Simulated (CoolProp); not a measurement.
A Linde-Hampson liquefier for normal hydrogen: isothermal reversible compression at 290 K from 1 atm to 5 MPa, throttling to 1 atm, return gas leaving the recuperator 2 K below the feed. Each further row changes one setting.

Model: reference Helmholtz-energy equation of state, Leachman 2009, in CoolProp.

| case | compression work (kJ/kg of gas) |
|---|---|
| as stated | 4700 |
| high pressure 10 MPa | 5560 |
| warm-end temperature 320 K | 5180 |
| warm-end gap 7 K | 4700 |
